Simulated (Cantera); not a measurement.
Input: 1 mol SiH₂Cl₂, 1.8 mol NH₃, equilibrated at 902 °C and 0.000490 bar.

These are equilibrium values from Cantera (NASA tables, ideal gas, pure condensed phases), not measurements of a reactor. The tables' values for SiCl₃ are old estimates; treat these amounts as uncertain. Kinetics and transport are ignored.

| species | before | after |
|---|---|---|
| H₂ | 0.564 | 0.676 |
| N₂ | 0.0543 | 0.176 |
| HCl | 0.371 | 0.147 |
| SiCl₂ | 0.00345 | 0.000205 |
| SiCl₄ | 0.00551 | 4.30e-5 |
| SiCl₃ | 0.00139 | 3.00e-5 |
| SiHCl₃ | 0.000197 | 4.66e-6 |
| Si₃N₄(s), mol | 0.316 | 0.332 |
Gas species are given as mole fractions.

Question: Name the change that produced these shifts.
A. temperature from 902 °C to 952 °C
B. NH₃ from 1.8 to 6.1 mol
C. temperature from 902 °C to 600 °C
D. pressure from 0.000490 bar to 7.20e-5 bar

Answer: B, NH₃ from 1.8 to 6.1 mol
